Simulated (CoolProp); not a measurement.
Nitrogen along the isotherm 174.4 K: fugacity coefficient from the reference equation and from simpler models built on Tc = 126.2 K, pc = 3.396 MPa, ω = 0.037; each cubic takes its own stable root.

Computed with CoolProp (reference Helmholtz-energy equation of state, Span 2000).

```json
[
 {"p (MPa)": "0.392", "phase": "gas", "reference": "0.9863"},
 {"p (MPa)": "0.784", "phase": "gas", "reference": "0.9728"},
 {"p (MPa)": "1.18", "phase": "gas", "reference": "0.9592"},
 {"p (MPa)": "1.57", "phase": "gas", "reference": "0.9461"},
 {"p (MPa)": "1.96", "phase": "gas", "reference": "0.9331"},
 {"p (MPa)": "2.35", "phase": "gas", "reference": "0.9203"},
 {"p (MPa)": "2.74", "phase": "gas", "reference": "0.9077"},
 {"p (MPa)": "3.13", "phase": "gas", "reference": "0.8953"},
 {"p (MPa)": "3.53", "phase": "supercritical", "reference": "0.8827"},
 {"p (MPa)": "3.92", "phase": "supercritical", "reference": "0.8706"},
 {"p (MPa)": "4.31", "phase": "supercritical", "reference": "0.8588"},
 {"p (MPa)": "4.7", "phase": "supercritical", "reference": "0.8471"},
 {"p (MPa)": "5.09", "phase": "supercritical", "reference": "0.8357"}
]
```

Problem. How far does each simpler model (van der Waals, Soave-Redlich-Kwong, Peng-Robinson) lie from the reference over these 13 states: mean and median of the absolute difference, and the worst?

Solution. 
- van der Waals: mean 1.2 %, median 1.1 %, worst -2.5 % at 174.4 K and 5.09 MPa
- Soave-Redlich-Kwong: mean 0.1 %, median 0.0 %, worst +0.2 % at 174.4 K and 5.09 MPa
- Peng-Robinson: mean 2.0 %, median 2.1 %, worst -3.4 % at 174.4 K and 5.09 MPa
